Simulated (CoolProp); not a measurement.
Values from CoolProp's reference Helmholtz-energy equation of state, Thol 2016.

### Question
For hexamethyldisiloxane (MM), give the phase and the Z, expansivity (1/kK), fugacity coefficient at -31.05 °C and 0.0639 MPa.

### Answer
- -31.05 °C and 0.0639 MPa: liquid; Z 0.00631, expansivity 1.24, fugacity coefficient 0.00220
